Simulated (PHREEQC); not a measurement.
Make-up at 25 °C: 0.12 mol/kgw FeCl3, 0.00018 mol/kgw CuCl2, 0.0017 mol/kgw NaF and 0.0345 mol/kgw Na2SO4. Closed to the air; pH follows from the charge balance.

The numbers come from PHREEQC with the ion-association model, phreeqc.dat.

```json
{
  "pH": "1.99",
  "ionic_strength": "0.447 mol/kgw",
  "activity_of_water": "0.992",
  "total_alkalinity": "-240 meq/kg"
}
```

```csv
species,molality,activity,log γ
Cl-,0.291,0.192,-0.182
Na+,0.0704,0.0506,-0.143
FeCl+2,0.0440,0.00985,-0.650
FeSO4+,0.0257,0.0177,-0.163
Fe+3,0.0183,0.00170,-1.031
H+,0.0133,0.0102,-0.115
FeCl2+,0.0123,0.00843,-0.163
FeOH+2,0.00477,0.00107,-0.650
Fe2(OH)2+4,0.00460,3.07e-5,-2.175
SO4-2,0.00442,0.000949,-0.668
FeHSO4+2,0.00169,0.000484,-0.544
FeF+2,0.00169,0.000379,-0.650
HSO4-,0.00129,0.000941,-0.136
Fe3(OH)4+5,0.000552,2.20e-7,-3.399
Fe(SO4)2-,0.000503,0.000367,-0.136
NaSO4-,0.000345,0.000240,-0.156
```

Precipitation was switched off in this run. Saturation is exceeded, for instance for Hematite (slow to form), Goethite (slow to form); the values hold only as long as no solid forms. Fluoro complexes past AlF4- and FeF3 are missing from the database.
